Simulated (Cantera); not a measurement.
## Premixed flame

A freely propagating, adiabatic, planar premixed flame of C3H8 : O2 : N2 = 1 : 4.17 : 15.7 (molar parts), equivalence ratio 1.2, unburnt at 700 K and 1.00 atm; mixture-averaged transport, grid criteria slope 0.08 and curve 0.16, no radiation.

Detailed kinetics in Cantera: GRI-Mech 3.0 (53 species, 325 reactions). GRI-Mech 3.0 was tuned for natural gas; its chemistry of propane as a main component is partial and can be far from experiment. Burning velocities carry a grid error of a few per cent, more on coarse grids.

```json
[
 {"z (mm)": "-0.724", "T (K)": "700", "u (m/s)": "2.09", "x C3H8": "0.0478", "x O2": "0.199", "x OH": "<1e-8", "x CH3": "6.82e-8", "x NO2": "<1e-8", "x CO": "4.34e-6"},
 {"z (mm)": "-0.482", "T (K)": "701", "u (m/s)": "2.10", "x C3H8": "0.0477", "x O2": "0.199", "x OH": "<1e-8", "x CH3": "7.55e-7", "x NO2": "<1e-8", "x CO": "5.69e-5"},
 {"z (mm)": "-0.362", "T (K)": "706", "u (m/s)": "2.12", "x C3H8": "0.0475", "x O2": "0.197", "x OH": "1.70e-8", "x CH3": "3.51e-6", "x NO2": "<1e-8", "x CO": "0.000288"},
 {"z (mm)": "-0.241", "T (K)": "744", "u (m/s)": "2.25", "x C3H8": "0.0467", "x O2": "0.192", "x OH": "8.24e-7", "x CH3": "3.25e-5", "x NO2": "2.37e-8", "x CO": "0.00211"},
 {"z (mm)": "-0.121", "T (K)": "1051", "u (m/s)": "3.29", "x C3H8": "0.0346", "x O2": "0.159", "x OH": "4.13e-5", "x CH3": "0.00102", "x NO2": "5.95e-8", "x CO": "0.0192"},
 {"z (mm)": "-0.0603", "T (K)": "1441", "u (m/s)": "4.70", "x C3H8": "0.0119", "x O2": "0.114", "x OH": "0.000498", "x CH3": "0.00389", "x NO2": "4.17e-8", "x CO": "0.0467"},
 {"z (mm)": "0", "T (K)": "1833", "u (m/s)": "6.14", "x C3H8": "0.000450", "x O2": "0.0650", "x OH": "0.00258", "x CH3": "0.00306", "x NO2": "1.28e-8", "x CO": "0.0786"},
 {"z (mm)": "0.0603", "T (K)": "2036", "u (m/s)": "6.87", "x C3H8": "9.84e-7", "x O2": "0.0338", "x OH": "0.00614", "x CH3": "0.000653", "x NO2": "<1e-8", "x CO": "0.0903"},
 {"z (mm)": "0.121", "T (K)": "2099", "u (m/s)": "7.07", "x C3H8": "<1e-8", "x O2": "0.0197", "x OH": "0.00877", "x CH3": "7.80e-5", "x NO2": "<1e-8", "x CO": "0.0860"},
 {"z (mm)": "0.241", "T (K)": "2135", "u (m/s)": "7.15", "x C3H8": "<1e-8", "x O2": "0.0116", "x OH": "0.0102", "x CH3": "5.56e-7", "x NO2": "<1e-8", "x CO": "0.0747"},
 {"z (mm)": "0.482", "T (K)": "2174", "u (m/s)": "7.24", "x C3H8": "<1e-8", "x O2": "0.00891", "x OH": "0.0102", "x CH3": "<1e-8", "x NO2": "<1e-8", "x CO": "0.0675"},
 {"z (mm)": "0.965", "T (K)": "2224", "u (m/s)": "7.38", "x C3H8": "<1e-8", "x O2": "0.00742", "x OH": "0.00969", "x CH3": "<1e-8", "x NO2": "<1e-8", "x CO": "0.0654"},
 {"z (mm)": "1.93", "T (K)": "2286", "u (m/s)": "7.56", "x C3H8": "<1e-8", "x O2": "0.00572", "x OH": "0.00877", "x CH3": "<1e-8", "x NO2": "<1e-8", "x CO": "0.0641"}
]
```
x: mole fraction of selected species; z is measured from the peak of heat release.

- laminar burning velocity = 208 cm/s
- thermal thickness = 0.241 mm
- peak x(OH) = 0.0103
- peak x(CH3) = 0.00441
- peak x(CO) = 0.0904
- grid points = 143
